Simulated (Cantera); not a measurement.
A freely propagating, adiabatic, planar premixed flame of H2 : O2 : N2 = 1 : 0.532 : 2 (molar parts), unburnt at 475 K and 1000000 Pa; mixture-averaged transport, grid criteria slope 0.08 and curve 0.16, no radiation.

Model: the H2/O2 subset of GRI-Mech 3.0, which has no nitrogen chemistry, integrated in Cantera. The hydrogen kinetics of GRI-Mech 3.0 are dated; newer H2 mechanisms differ, most at raised pressure. Burning velocities carry a grid error of a few per cent, more on coarse grids.

### Question
What does this change do: inlet temperature 475 to 350 K?

### Answer
```csv
quantity,before,after
laminar burning velocity,311 cm/s,162 cm/s
thermal thickness,0.0251 mm,0.0262 mm
peak x(OH),0.0142,0.0117
peak x(H),0.0135,0.00938
peak x(H2O2),0.000202,0.000275
```

### Question
What does this change do: 0.074 parts H2O added?

### Answer
| quantity | before | after |
|---|---|---|
| laminar burning velocity | 311 cm/s | 271 cm/s |
| thermal thickness | 0.0251 mm | 0.0260 mm |
| peak x(OH) | 0.0142 | 0.0130 |
| peak x(H) | 0.0135 | 0.0110 |
| peak x(H2O2) | 0.000202 | 0.000243 |

### Question
What does this change do: 0.32 parts H2O added?

### Answer
| quantity | before | after |
|---|---|---|
| laminar burning velocity | 311 cm/s | 160 cm/s |
| thermal thickness | 0.0251 mm | 0.0317 mm |
| peak x(OH) | 0.0142 | 0.00910 |
| peak x(H) | 0.0135 | 0.00543 |
| peak x(H2O2) | 0.000202 | 0.000376 |
